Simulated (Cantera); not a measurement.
# Equilibrium for carbon deposition, reforming and gasification: C2H4 + H2O

A closed system holds: 1 mol C2H4, 0.026 mol H2O, equilibrated at 16.0 mbar.

Cantera equilibrium calculation (NASA polynomials, part measured and part estimated; ideal gas, pure solids and liquids). Candidate condensed phases: C, C6H6, C7H8, C8H18, H2O; 131 gas species. Ions and electrons are included (thermal ionisation). The numbers say what is thermodynamically allowed, not how fast it happens.

At 3000 K the condensed part is C(graphite). From 3500 K to 5000 K nothing is condensed. The main C-bearing gas is C3 at 3000 K and C at 5000 K.

```tsv
T (K)	log p H	log p C	log p H2	log p C3	log p C2	log p C2H2 (acetylene)	log p CO	n C(graphite)
3000	-1.98	-4.30	-2.35	-3.51	-4.50	-3.55	-3.89	1.59
3500	-1.91	-2.97	-3.36	-2.85	-3.36	-4.90	-4.07	0
4000	-1.95	-2.40	-4.30	-3.66	-3.37	-6.96	-4.14	0
4500	-1.97	-2.30	-5.01	-5.29	-4.05	-9.20	-4.16	0
5000	-1.97	-2.29	-5.56	-6.82	-4.75	-11.11	-4.17	0
```
log p: log10 of the partial pressure in bar; n: condensed amount in mol.
